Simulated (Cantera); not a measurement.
Charge: 1 mol CO2, 0.039 mol H2O, at 1400 °C and 4.00 bar.

Method: chemical equilibrium by Gibbs-energy minimisation in Cantera with the NASA 1993 tables (ideal gas, pure condensed phases). Candidate condensed phases: C, C6H6, C7H8, C8H18, H2O; 110 gas species. Equilibrium is a limit: real reactors are often held back by kinetics, nucleation or transport.

Base state: CO2 0.961, H2O 0.0375, CO 0.00105, O2 0.000524, OH 2.92e-5, H2 1.24e-5 (mole fractions); condensed: gas only.

Problem. What changes in the equilibrium state with this change: temperature from 1400 °C to 325 °C?

Solution. 
```csv
species,before,after
CO2,0.961,0.962
H2O,0.0375,0.0375
CO,0.00105,<1e-9
O2,0.000524,<1e-9
OH,2.92e-5,<1e-9
H2,1.24e-5,<1e-9
```
